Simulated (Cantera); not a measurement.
Gas mixture: N2 : H2O = 0.63 : 0.95 (molar parts), at 101000 Pa, frozen composition.

Cantera's kinetic-theory transport with the Lennard-Jones parameters of GRI-Mech 3.0, ideal gas; thermal conductivity in the mixture-averaged form. Polar gases are described roughly by these parameters.

One state of this run: ρ (kg/m³) = 0.112; cp (J/kg/K) = 2146; μ (µPa s) = 76.8; λ (mW/m/K) = 232; Pr = 0.710; D (cm²/s) OH = 12.4; D (cm²/s) CH4 = 8.76; D (cm²/s) O = 12.6. D: mixture-averaged diffusion coefficient of that species in the mixture.

**Question.** Which value of T (K) does it belong to?
A) 650
B) 900
C) 2400
D) 1900

**Answer.** C, 2400
